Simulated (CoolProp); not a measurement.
Fluoroethane (R161) along the isobar 50 bar: density (kg/m³) from the reference equation and from simpler models built on Tc = 102.1 °C, pc = 50.10 bar, ω = 0.216; each cubic takes its own stable root.

Computed with CoolProp (reference Helmholtz-energy equation of state, Wu 2012).

```csv
T (°C),phase,reference,van der Waals,Redlich-Kwong,Peng-Robinson
-126.55,liquid,937.7,539.4,799.9,902.9
-104.55,liquid,909.7,525.5,777.3,882.2
-82.55,liquid,881.9,510.8,752.5,858.8
-60.55,liquid,853.9,495.2,725.2,832.5
-38.45,liquid,824.6,478.3,694.9,802.4
-16.45,liquid,793.4,459.9,661.5,768.0
5.55,liquid,758.7,439.5,624.2,728.1
27.55,liquid,718.7,416.4,581.7,680.8
49.55,liquid,670.6,389.0,531.7,622.9
71.55,liquid,609.3,353.9,468.9,547.1
```
